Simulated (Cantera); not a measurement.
A Cantera script and what it prints.

```python
import numpy as np
import cantera as ct

gas_names = [...]  # 118 gases of nasa_gas.yaml made of C, Cl, F, H
cond_names = """
    C(gr) C6H6(L) C7H8(L) C8H18(L),n-octa
""".split()


# ... load() reads the species with a 1 bar reference pressure and builds the phases ...
atoms = {
    'CF4': {'C': 1, 'F': 4},
    'HCl': {'H': 1, 'CL': 1},
    'H2': {'H': 2},
}
top_T = {'C(gr)': 4500}  # K; cautious upper limits of use, not melting points


# ... equilibrate(T, P, feed) seeds the gas with the atoms and calls Mixture.equilibrate('TP', solver="vcs", rtol=1e-11, max_steps=5000) ...
results = []
feed = {'CF4': 1, 'HCl': 0.077, 'H2': 0.99}  # mol
P = 100000  # Pa
for T in [1848, 1923, 1998, 2073, 2148, 2223, 2298, 2373, 2448, 2523, 2598, 2673, 2748]:
    mix = equilibrate(T, P, feed)
    results.append((T, P, feed, dict(zip(mix.species_names, mix.species_moles))))
    x = sorted(zip(gas.X, gas.species_names), reverse=True)
    print(f"T = {T:g} K  P = {P:g} Pa  gas = {mix.phase_moles(0):.4g} mol")
    print("   x: " + "  ".join(f"{s} {v:.3e}" for v, s in x if v > 0.0001))
    print("   condensed (mol): " + ("  ".join(f"{mix.phase(i).name} {mix.phase_moles(i):.4g}"
          for i in range(1, mix.n_phases) if mix.phase_moles(i) > 1e-12) or "none"))
```

It prints:

```
T = 1848 K  P = 100000 Pa  gas = 2.587 mol
   x: HF 7.794e-01  CF4 1.900e-01  HCL 1.570e-02  CL 1.130e-02  CF2 1.241e-03  CCLF3 1.083e-03  CL2 8.235e-04  CF3 2.744e-04  F 1.555e-04
   condensed (mol): C(gr) 0.5017
T = 1923 K  P = 100000 Pa  gas = 2.595 mol
   x: HF 7.798e-01  CF4 1.879e-01  CL 1.443e-02  HCL 1.281e-02  CF2 2.488e-03  CCLF3 9.828e-04  CL2 7.051e-04  CF3 4.821e-04  F 3.467e-04
   condensed (mol): C(gr) 0.502
T = 1998 K  P = 100000 Pa  gas = 2.605 mol
   x: HF 7.795e-01  CF4 1.852e-01  CL 1.735e-02  HCL 1.018e-02  CF2 4.719e-03  CCLF3 8.584e-04  CF3 8.087e-04  F 7.271e-04  CL2 5.614e-04
   condensed (mol): C(gr) 0.5008
T = 2073 K  P = 100000 Pa  gas = 2.616 mol
   x: HF 7.782e-01  CF4 1.815e-01  CL 1.986e-02  CF2 8.504e-03  HCL 7.940e-03  F 1.443e-03  CF3 1.299e-03  CCLF3 7.265e-04  CL2 4.226e-04
   condensed (mol): C(gr) 0.4975
T = 2148 K  P = 100000 Pa  gas = 2.632 mol
   x: HF 7.755e-01  CF4 1.761e-01  CL 2.186e-02  CF2 1.461e-02  HCL 6.122e-03  F 2.723e-03  CF3 2.001e-03  CCLF3 5.988e-04  CL2 3.056e-04
   condensed (mol): C(gr) 0.491
T = 2223 K  P = 100000 Pa  gas = 2.652 mol
   x: HF 7.708e-01  CF4 1.685e-01  CF2 2.397e-02  CL 2.334e-02  F 4.902e-03  HCL 4.697e-03  CF3 2.954e-03  CCLF3 4.822e-04  CL2 2.152e-04
   condensed (mol): C(gr) 0.4802
T = 2298 K  P = 100000 Pa  gas = 2.682 mol
   x: HF 7.634e-01  CF4 1.577e-01  CF2 3.756e-02  CL 2.434e-02  F 8.442e-03  CF3 4.172e-03  HCL 3.604e-03  CCLF3 3.791e-04  CL2 1.491e-04  CF 1.397e-04
   condensed (mol): C(gr) 0.4638
T = 2373 K  P = 100000 Pa  gas = 2.722 mol
   x: HF 7.527e-01  CF4 1.430e-01  CF2 5.615e-02  CL 2.491e-02  F 1.393e-02  CF3 5.611e-03  HCL 2.778e-03  CF 3.008e-04  CCLF3 2.900e-04  CL2 1.024e-04
   condensed (mol): C(gr) 0.4407
T = 2448 K  P = 100000 Pa  gas = 2.777 mol
   x: HF 7.384e-01  CF4 1.243e-01  CF2 7.984e-02  CL 2.511e-02  F 2.201e-02  CF3 7.141e-03  HCL 2.159e-03  CF 6.102e-04  CCLF3 2.143e-04  CLF 1.025e-04
   condensed (mol): C(gr) 0.4107
T = 2523 K  P = 100000 Pa  gas = 2.848 mol
   x: HF 7.204e-01  CF2 1.075e-01  CF4 1.020e-01  F 3.330e-02  CL 2.498e-02  CF3 8.525e-03  HCL 1.699e-03  CF 1.166e-03  CCLF3 1.517e-04  CLF 1.050e-04
   condensed (mol): C(gr) 0.3748
T = 2598 K  P = 100000 Pa  gas = 2.934 mol
   x: HF 6.996e-01  CF2 1.363e-01  CF4 7.792e-02  F 4.818e-02  CL 2.461e-02  CF3 9.458e-03  CF 2.101e-03  HCL 1.362e-03  CLF 1.040e-04  CCLF3 1.018e-04
   condensed (mol): C(gr) 0.3367
T = 2673 K  P = 100000 Pa  gas = 3.029 mol
   x: HF 6.778e-01  CF2 1.622e-01  F 6.660e-02  CF4 5.465e-02  CL 2.409e-02  CF3 9.671e-03  CF 3.569e-03  HCL 1.120e-03
   condensed (mol): C(gr) 0.3024
T = 2748 K  P = 100000 Pa  gas = 3.127 mol
   x: HF 6.568e-01  CF2 1.806e-01  F 8.798e-02  CF4 3.498e-02  CL 2.351e-02  CF3 9.086e-03  CF 5.725e-03  HCL 9.527e-04  H 1.295e-04
   condensed (mol): C(gr) 0.2788
```

Method: chemical equilibrium by Gibbs-energy minimisation in Cantera with the NASA 1993 tables (ideal gas, pure condensed phases). The tables' values for C2F4 are old estimates; treat these amounts as uncertain. Gases not in the tables: C2F6 and larger saturated fluorocarbons.
